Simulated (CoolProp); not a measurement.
The numbers come from the reference Helmholtz-energy equation of state, Lemmon 2006 in CoolProp. It is a short technical equation, of lower accuracy than the large ones.

Q: For nitrous oxide, give the phase and the Z, cp (kJ/(kg K)), isothermal compressibility (1/MPa), expansivity (1/kK) at -28.15 °C and 181 bar; -28.15 °C and 259 bar; -28.15 °C and 336 bar.

A: 
- -28.15 °C and 181 bar: liquid; Z 0.362, cp 1.75, isothermal compressibility 0.00230, expansivity 2.90
- -28.15 °C and 259 bar: liquid; Z 0.509, cp 1.70, isothermal compressibility 0.00198, expansivity 2.63
- -28.15 °C and 336 bar: liquid; Z 0.651, cp 1.67, isothermal compressibility 0.00174, expansivity 2.43
